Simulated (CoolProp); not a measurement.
Vapour-liquid equilibrium of benzene (1) + n-octane (2) at 0.0872 MPa; x and y are mole fractions of (1).

Values from CoolProp's multi-fluid Helmholtz-energy mixture model, Thol 2012 and Beckmüller 2019; pair parameters Bell 2016.

Give the bubble temperature and the first vapour's composition at x = 0.35, 0.65, 0.95. Is there an azeotrope?

x = 0.35: 367.4 K, y = 0.697; x = 0.65: 356.5 K, y = 0.875; x = 0.95: 349.5 K, y = 0.982. No azeotrope shows between x = 0.05 and 0.95.

Pair parameters are fitted to limited data, so mixtures are less certain than the pure fluids.
